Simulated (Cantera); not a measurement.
Cantera with NASA thermochemical tables; ideal gases at 1 bar, condensed phases pure. Values are per mole of reaction as written; species without (g) are pure solids or liquids, kept so even where they would boil at 1 bar. The tables' values for C2F4 are old estimates.

C2F4(g) + 2 Cu → 2 C + 2 CuF2(g)

```json
[
 {"T (K)": "300", "ΔH° (kJ)": "124.6", "ΔS° (J/K)": "179.2", "ΔG° (kJ)": "70.9", "log10 K": "-12.34", "condensed phases": "Cu(s), C(graphite)"},
 {"T (K)": "1775", "ΔH° (kJ)": "(withheld)", "ΔS° (J/K)": "(withheld)", "ΔG° (kJ)": "(withheld)", "log10 K": "(withheld)", "condensed phases": "Cu(l), C(graphite)"},
 {"T (K)": "1925", "ΔH° (kJ)": "60.7", "ΔS° (J/K)": "121.3", "ΔG° (kJ)": "-172.8", "log10 K": "4.69", "condensed phases": "Cu(l), C(graphite)"},
 {"T (K)": "2075", "ΔH° (kJ)": "56.6", "ΔS° (J/K)": "119.3", "ΔG° (kJ)": "-190.9", "log10 K": "4.80", "condensed phases": "Cu(l), C(graphite)"},
 {"T (K)": "2225", "ΔH° (kJ)": "52.7", "ΔS° (J/K)": "117.5", "ΔG° (kJ)": "-208.6", "log10 K": "4.90", "condensed phases": "Cu(l), C(graphite)"},
 {"T (K)": "2375", "ΔH° (kJ)": "49.0", "ΔS° (J/K)": "115.8", "ΔG° (kJ)": "-226.1", "log10 K": "4.97", "condensed phases": "Cu(l), C(graphite)"},
 {"T (K)": "2525", "ΔH° (kJ)": "(withheld)", "ΔS° (J/K)": "(withheld)", "ΔG° (kJ)": "(withheld)", "log10 K": "(withheld)", "condensed phases": "Cu(l), C(graphite)"}
]
```

**Question.** Fill in the missing entries.

**Answer.** 
- 1775, ΔH° (kJ): 64.9
- 1775, ΔS° (J/K): 123.6
- 1775, ΔG° (kJ): -154.5
- 1775, log10 K: 4.55
- 2525, ΔH° (kJ): 45.4
- 2525, ΔS° (J/K): 114.4
- 2525, ΔG° (kJ): -243.4
- 2525, log10 K: 5.03
